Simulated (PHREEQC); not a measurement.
Make-up at 25 °C: 0.26 mol CdCl2 and 0.000465 mol NaCl per kg of water. Closed to the air; pH follows from the charge balance.

Computed with PHREEQC (ion-association model, phreeqc.dat).

No solid was allowed to form.

Question: Estimate the pH, activity of water.

Answer: pH 5.22; activity of water 0.992.

Question: In which forms is Cl present?

Answer: Cl- 39 %, CdCl+ 30 %, CdCl2 25 %, CdCl3- 5.0 % of the Cl.

Complexes and solids missing from the database can't appear.
